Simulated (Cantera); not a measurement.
Input: 1 mol TiN, 9.2 mol HCl, held at 1352 °C and 10.0 mbar.

Cantera equilibrium calculation (NASA polynomials, part measured and part estimated; ideal gas, pure solids and liquids). Candidate condensed phases: NH4Cl, Ti, TiCl2, TiCl3, TiCl4, TiN; 17 gas species. The tables' values for TiCl2 are old estimates; treat these amounts as uncertain. Kinetics and transport are ignored.

Base state: HCl 0.660, H2 0.174, TiCl3 0.0883, N2 0.0548, TiCl4 0.0202, TiCl2 0.00121, Cl 0.000878, H 0.000295 (mole fractions); condensed: gas only.

Problem. What changes in the equilibrium state with this change: TiN replaced by BN?

Solution. 
```csv
species,before,after
HCl,0.660,0.811
H2,0.174,0.0932
BCl3,0,0.0606
TiCl3,0.0883,0
TiCl4,0.0202,0
N2,0.0548,0.0313
BCl2,0,0.00144
TiCl2,0.00121,0
BCl,0,0.000495
Cl,0.000878,0.00148
H,0.000295,0.000215
"BN(s), mol",0,0.423
```
The tables' values for BCl2, BCl are old estimates; treat these amounts as uncertain. Gases not in the tables: BHCl2. Further candidate phases: B, BN.
